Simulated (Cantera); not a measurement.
## Thermodynamics of titanium nitride, carbide and oxide coatings, feed Ti(OiPr)4 + C3H8 + N2 + CH4

Charge: 1 mol Ti(OiPr)4, 0.057 mol C3H8, 59 mol N2, 1.3 mol CH4, equilibrated at 3.90 Torr.

These are equilibrium values from Cantera (NASA tables, ideal gas, pure condensed phases), not measurements of a reactor. Candidate condensed phases: C, C6H6, C7H8, C8H18, H2O, Ti, TiC, TiN, TiO, TiO2, Ti2O3, Ti3O5, Ti4O7; 139 gas species. The feed counts by its element totals alone. TiC: taken at fixed stoichiometry. Equilibrium is a limit: real reactors are often held back by kinetics, nucleation or transport.

From 1773 K to 2223 K the condensed part is C(graphite) + TiC(s).

```csv
T (K),x N2,x H2,x CO,x H,x HCN,x HNC,x C2H2 (acetylene),x CN,n C(graphite),n TiC(s)
1773,0.737,0.209,0.0501,0.00180,0.00211,7.52e-5,2.92e-5,2.37e-7,8.29,1.00
1848,0.736,0.207,0.0500,0.00335,0.00301,0.000127,5.33e-5,7.83e-7,8.21,1.00
1923,0.735,0.205,0.0500,0.00591,0.00417,0.000205,9.25e-5,2.36e-6,8.11,1.000
1998,0.732,0.202,0.0499,0.00999,0.00562,0.000318,0.000153,6.53e-6,7.97,1.000
2073,0.729,0.197,0.0497,0.0162,0.00737,0.000476,0.000241,1.68e-5,7.80,1.000
2148,0.725,0.190,0.0495,0.0252,0.00941,0.000686,0.000364,4.02e-5,7.59,1.000
2223,0.719,0.181,0.0492,0.0378,0.0117,0.000956,0.000525,9.08e-5,7.35,0.999
```
x: gas mole fraction; n: condensed amount in mol.
